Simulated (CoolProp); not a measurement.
Vapour-liquid equilibrium of R114 (1) + n-heptane (2) at 358.3 K; x and y are mole fractions of (1).

The numbers come from the multi-fluid Helmholtz-energy mixture model, Platzer 1990 and Span 2003; pair parameters Bell 2016 in CoolProp. This equation is an older, rougher fit; its heat capacities, sound speeds and derivatives of the liquid may be far off and weren't checked against measurements.

Problem. Give the bubble pressure and the first vapour's composition at x = 0.2, 0.65, 0.8. Is there an azeotrope?

Solution. x = 0.2: 311.8 kPa, y = 0.804; x = 0.65: 722.5 kPa, y = 0.944; x = 0.8: 845.4 kPa, y = 0.966. No azeotrope shows between x = 0.05 and 0.95.

The pair parameters rest on a limited set of measurements; away from them the model extrapolates. The gap from Raoult's law changes sign with composition, which may be real or a fault of the pair parameters; it wasn't checked against measurements.
